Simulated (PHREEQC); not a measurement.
Make-up at 25 °C: 0.54 mol HF, 0.019 mol KF and 0.029 mol H2SO4 per kg of water. Closed to the air; pH follows from the charge balance.

All values are PHREEQC results (ion-association model, phreeqc.dat), not measurements.

| quantity | before | after |
|---|---|---|
| pH | 1.37 | 1.28 |
| ionic strength (mol/kgw) | 0.0783 | 0.129 |
| HF (mol/kgw) | 0.508 | 0.497 |
| HF2- (mol/kgw) | 0.0204 | 0.0168 |
| HSO4- (mol/kgw) | 0.0193 | 0.0197 |
| F- (mol/kgw) | 0.0105 | 0.00883 |

Name the change that produced these shifts.
A) 0.0054 mol/kgw TMAH added
B) KF replaced by Na2SiF6 at the same molality
C) KF from 0.019 to 0.0019 mol/kgw
D) KF replaced by KBr at the same molality
E) KF from 0.019 to 0.038 mol/kgw

B, KF replaced by Na2SiF6 at the same molality

This is a speciation only: nothing precipitates in the calculation. SiF6-2 is the database's only silicon fluoride.
